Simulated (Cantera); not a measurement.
A closed system holds: 1 mol Cu2O, 2.3 mol C, 0.37 mol H2, held at 0.0100 bar.

These are equilibrium values from Cantera (NASA tables, ideal gas, pure condensed phases), not measurements of a reactor. Candidate condensed phases: C, C6H6, C7H8, C8H18, Cu, CuO, Cu(OH)2, Cu2O, H2O; 113 gas species. Equilibrium is a limit: real reactors are often held back by kinetics, nucleation or transport.

Problem. At 1102 °C, list the 5 most abundant gas species with their mole fractions, and the condensed phases.

Solution. CO 0.730, H2 0.270, Cu 8.23e-5, H 1.78e-5, CO2 1.19e-5. Condensed: C(graphite) + Cu(l).
